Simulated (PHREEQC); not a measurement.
Solution (25 °C and 10 atm): 0.019 mol HNO3 and 8.9e-07 mol H4SiO4 per kg of water. Closed to the air; pH follows from the charge balance.

Model: ion-association model, phreeqc.dat, run in PHREEQC.

The pH is 1.77, the ionic strength is 0.0190 mol/kgw and the specific conductance comes out as 7290 µS/cm. The total alkalinity comes out as -19.0 meq/kg.

| species | molality | activity | log γ |
|---|---|---|---|
| H+ | 0.0190 | 0.0169 | -0.050 |
| NO3- | 0.0190 | 0.0165 | -0.062 |
| H4SiO4 | 8.90e-7 | 8.94e-7 | 0.002 |

This is a speciation only: nothing precipitates in the calculation. Complexes and solids missing from the database can't appear.
